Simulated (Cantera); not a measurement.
A closed system holds: 1 mol Cr, 0.66 mol N2, 5.4 mol H2, equilibrated at 3.80 mbar.

Equilibrium computed with Cantera from the NASA thermochemical tables; the gas is ideal and each condensed phase is pure. Candidate condensed phases: Cr, CrN, Cr2N; 11 gas species. The numbers say what is thermodynamically allowed, not how fast it happens.

log p: log10 of the partial pressure in bar; n: condensed amount in mol.

```csv
T (°C),log p H2,log p H,log p Cr,log p N2,log p N,log p NH,log p CrN,n Cr(s)
1500,-2.48,-4.79,-4.20,-3.39,-12.34,-12.41,-11.23,0.897
1575,-2.50,___,___,-3.41,___,___,___,___
1650,-2.53,-4.29,-3.33,-3.44,-11.27,-11.64,-10.15,0.149
1725,-2.55,___,-3.27,-3.45,___,___,___,0
1800,-2.56,-3.86,-3.28,-3.46,-10.33,-10.96,-9.90,0
1875,-2.57,-3.66,-3.28,-3.46,-9.91,-10.65,-9.82,0
1950,-2.58,-3.48,-3.29,-3.47,-9.52,-10.37,-9.74,0
2025,-2.60,-3.32,-3.30,-3.48,-9.16,-10.11,-9.68,0
2100,-2.64,-3.17,-3.31,-3.49,-8.82,-9.88,-9.62,0
2175,-2.68,-3.04,-3.32,-3.51,-8.50,-9.66,-9.58,0
2250,-2.73,-2.92,-3.34,-3.52,-8.20,-9.48,-9.54,0
```

Task: Fill in the missing entries.

Result: 
- 1575, log p H: -4.52
- 1575, log p Cr: -3.75
- 1575, log p N: -11.78
- 1575, log p NH: -12.00
- 1575, log p CrN: -10.66
- 1575, n Cr(s): 0.700
- 1725, log p H: -4.07
- 1725, log p N: -10.78
- 1725, log p NH: -11.29
- 1725, log p CrN: -9.99
